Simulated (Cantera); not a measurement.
Input: 1 mol Si, 0.54 mol N2O, 130 mol H2, equilibrated at 1623.15 K and 95000 Pa.

Equilibrium computed with Cantera from the NASA thermochemical tables; the gas is ideal and each condensed phase is pure. Candidate condensed phases: H2O, Si, SiO2, Si2N2O, Si3N4; 35 gas species. Equilibrium is a limit: real reactors are often held back by kinetics, nucleation or transport.

Base state: H2 0.999, N2 0.000559, SiO 0.000505, H 7.10e-5, H2O 5.50e-5 (mole fractions); condensed: Si2N2O(s).

### Question
What changes in the equilibrium state with this change: 0.64 mol O2 added?

### Answer
```tsv
species	before	after
H2	0.999	0.996
N2	0.000559	0.00373
SiO	0.000505	0.000322
H2O	5.50e-5	0.000149
H	7.10e-5	7.09e-5
Si2N2O(s), mol	0.467	0.0525
SiO2(β-quartz), mol	0	0.853
```
Mutual solubility and eutectic melting of coexisting phases are not modelled. The tables hold silica as quartz up to 1696 K and as liquid above; real silica turns to tridymite and cristobalite and melts near 1996 K.

### Question
What changes in the equilibrium state with this change: pressure from 95000 Pa to 0.150 Pa?

### Answer
```tsv
species	before	after
H2	0.999	0.934
H	7.10e-5	0.0546
SiO	0.000505	0.00399
Si	3.93e-9	0.00339
H2O	5.50e-5	<1e-9
N2	0.000559	0.00399
Si2N2O(s), mol	0.467	0
```

### Question
What changes in the equilibrium state with this change: temperature from 1623.15 K to 2273 K?

### Answer
```
species           before     after
--------------  --------  --------
H2                 0.999     0.982
H                7.10e-5   0.00854
SiO             0.000505   0.00410
Si               3.93e-9  0.000770
SiH              7.67e-9  0.000287
Si2                <1e-9   1.42e-5
Si2N2O(s), mol     0.467         0
Si(l), mol             0     0.259
```
Gases not in the tables: Si2H6 and higher silanes.
